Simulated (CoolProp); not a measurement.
R123 along the isotherm 500 K: fugacity coefficient from the reference equation and from simpler models built on Tc = 456.8 K, pc = 3662 kPa, ω = 0.282; each cubic takes its own stable root.

Computed with CoolProp (reference Helmholtz-energy equation of state, Younglove 1994). It is a modified Benedict-Webb-Rubin equation, recast in Helmholtz form.

```
p (kPa)          phase  reference
-------  -------------  ---------
392                gas     0.9736
785                gas     0.9473
1180               gas     0.9212
1570               gas     0.8956
1960               gas     0.8703
2350               gas     0.8451
2750               gas     0.8196
3140               gas     0.7949
3530               gas     0.7704
3920     supercritical     0.7460
4320     supercritical     0.7212
4710     supercritical     0.6972
5100     supercritical     0.6734
5490     supercritical     0.6498
```

How far does each simpler model (Redlich-Kwong, Soave-Redlich-Kwong, Peng-Robinson) lie from the reference over these 14 states: mean and median of the absolute difference, and the worst?


- Redlich-Kwong: mean 1.1 %, median 1.0 %, worst -2.3 % at 500 K and 5490 kPa
- Soave-Redlich-Kwong: mean 0.4 %, median 0.3 %, worst +1.4 % at 500 K and 5490 kPa
- Peng-Robinson: mean 2.1 %, median 2.3 %, worst -3.1 % at 500 K and 5100 kPa
